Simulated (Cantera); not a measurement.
## Adiabatic ignition

An adiabatic, constant-volume homogeneous reactor starts with 12.8 % CH₄, 18.3 % O₂, 68.8 % N₂, equivalence ratio 1.4, at 1025 K and 5.00 bar.

Computed with Cantera and GRI-Mech 3.0 (53 species, 325 reactions).

```
t (s)     T (K)  P (bar)     x CH₄      x O₂     x H₂O     x HCO     x N₂O    x C₂H₂     x HO₂
--------  -----  -------  --------  --------  --------  --------  --------  --------  --------
2.00e-6    1025     5.00     0.128     0.183    <1e-12    <1e-12    <1e-12    <1e-12  2.21e-10
6.59e-6    1025     5.00     0.128     0.183  3.08e-12    <1e-12    <1e-12    <1e-12  7.25e-10
2.17e-5    1025     5.00     0.128     0.183  3.42e-11    <1e-12    <1e-12    <1e-12   2.38e-9
7.14e-5    1025     5.00     0.128     0.183  3.84e-10    <1e-12    <1e-12    <1e-12   7.73e-9
0.000235   1025     5.00     0.128     0.183   4.59e-9    <1e-12    <1e-12    <1e-12   2.43e-8
0.000775   1025     5.00     0.128     0.183   6.48e-8    <1e-12    <1e-12    <1e-12   6.92e-8
0.00255    1025     5.00     0.128     0.183   1.06e-6    <1e-12    <1e-12    <1e-12   1.40e-7
0.00840    1025     5.00     0.128     0.183   9.02e-6    <1e-12  2.26e-12    <1e-12   1.93e-7
0.0277     1025     5.00     0.128     0.183   5.01e-5  2.11e-12  1.23e-11  5.06e-12   3.87e-7
0.0911     1030     5.02     0.128     0.183  0.000590  4.14e-11  1.33e-10  8.91e-10   2.04e-6
0.300      2842     15.0  1.69e-11  0.000439     0.176   6.50e-7   3.14e-7    <1e-12   7.99e-7
```
x: mole fraction; the columns are a selection and need not sum to one.

time of steepest temperature rise: 0.138 s
temperature at 0.300 s: 2842 K
equilibrium temperature: 2842 K
x(CH₄) at 0.300 s: 1.69e-11 (gas-phase equilibrium 1.94e-11)
x(O₂) at 0.300 s: 0.000439 (gas-phase equilibrium 0.000439)
x(H₂O) at 0.300 s: 0.176 (gas-phase equilibrium 0.176)
